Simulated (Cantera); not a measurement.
Input: 1 mol Fe₃O₄, a varied amount of C, 17 mol N₂, equilibrated at 1500 °C and 11.0 Pa.

These are equilibrium values from Cantera (NASA tables, ideal gas, pure condensed phases), not measurements of a reactor. Candidate condensed phases: C, Fe, Fe(CO)₅, FeO, Fe₂O₃, Fe₃O₄; 27 gas species. The tables' stoichiometric FeO is somewhat more stable than real wüstite, so its field is too wide. FeO: taken at fixed stoichiometry. Rates play no part.

log p: log10 of the partial pressure in bar; n: condensed amount in mol.

```json
[
 {"n(C) (mol)": "0.34", "log p N₂": "-3.97", "log p CO": "-6.58", "log p Fe": "-6.46", "log p CO₂": "-5.73", "log p O₂": "-5.92", "n FeO(l)": "[?]", "n C(graphite)": "0"},
 {"n(C) (mol)": "1.4", "log p N₂": "-4.01", "log p CO": "-5.27", "log p Fe": "-5.31", "log p CO₂": "-5.58", "log p O₂": "-8.23", "n FeO(l)": "[?]", "n C(graphite)": "0"},
 {"n(C) (mol)": "2.4", "log p N₂": "-4.06", "log p CO": "-5.00", "log p Fe": "-5.01", "log p CO₂": "-5.60", "log p O₂": "-8.82", "n FeO(l)": "[?]", "n C(graphite)": "0"},
 {"n(C) (mol)": "3.5", "log p N₂": "-4.10", "log p CO": "-4.85", "log p Fe": "-4.86", "log p CO₂": "-5.65", "log p O₂": "-9.22", "n FeO(l)": "0", "n C(graphite)": "0"},
 {"n(C) (mol)": "4.5", "log p N₂": "-4.11", "log p CO": "-4.74", "log p Fe": "-4.86", "log p CO₂": "-13.53", "log p O₂": "<-15", "n FeO(l)": "0", "n C(graphite)": "0.500"},
 {"n(C) (mol)": "5.5", "log p N₂": "-4.11", "log p CO": "-4.74", "log p Fe": "-4.86", "log p CO₂": "-13.53", "log p O₂": "<-15", "n FeO(l)": "0", "n C(graphite)": "1.50"},
 {"n(C) (mol)": "6.6", "log p N₂": "-4.11", "log p CO": "-4.74", "log p Fe": "-4.86", "log p CO₂": "-13.53", "log p O₂": "<-15", "n FeO(l)": "0", "n C(graphite)": "2.60"}
]
```

### Question
What belongs in the gaps?

### Answer

- 0.34, n FeO(l): 2.93
- 1.4, n FeO(l): 2.11
- 2.4, n FeO(l): 1.10
